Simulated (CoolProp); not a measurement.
Computed with CoolProp (reference Helmholtz-energy equation of state, Span 2000).

Task: Give the vapour pressure (kPa), liquid cp (kJ/(kg K)), vapour viscosity (µPa s), liquid conductivity (mW/(m K)) of saturated nitrogen at -152.05, -149.85 °C.

Result: 
| T (°C) | p (kPa) | liquid cp (kJ/(kg K)) | vapour viscosity (µPa s) | liquid conductivity (mW/(m K)) |
|---|---|---|---|---|
| -152.05 | 2650 | 5.11 | 11.0 | 59.0 |
| -149.85 | 2950 | 7.72 | 12.0 | 55.8 |

Viscosity comes from a separate model (Lemmon 2004). Thermal conductivity comes from a separate model (Lemmon 2004).
